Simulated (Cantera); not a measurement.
n-butane + H2O (carbon deposition, reforming and gasification)

Input: 1 mol n-butane, 0.55 mol H2O, equilibrated at 2275 K and 0.0170 bar.

These are equilibrium values from Cantera (NASA tables, ideal gas, pure condensed phases), not measurements of a reactor. Candidate condensed phases: C, C6H6, C7H8, C8H18, H2O; 110 gas species. The numbers say what is thermodynamically allowed, not how fast it happens.

```json
{
  "x(H2)": "0.849",
  "x(CO)": "0.0875",
  "x(H)": "0.0600",
  "x(C2H2 (acetylene))": "0.00323",
  "x(C2H)": "9.68e-6",
  "x(C4H2)": "5.04e-6",
  "x(CH3)": "3.68e-6",
  "x(CH4)": "2.76e-6",
  "x(C2H2 (vinylidene))": "1.09e-6",
  "n(C(graphite))": "3.41 mol",
  "gas_amount": "6.289 mol"
}
```
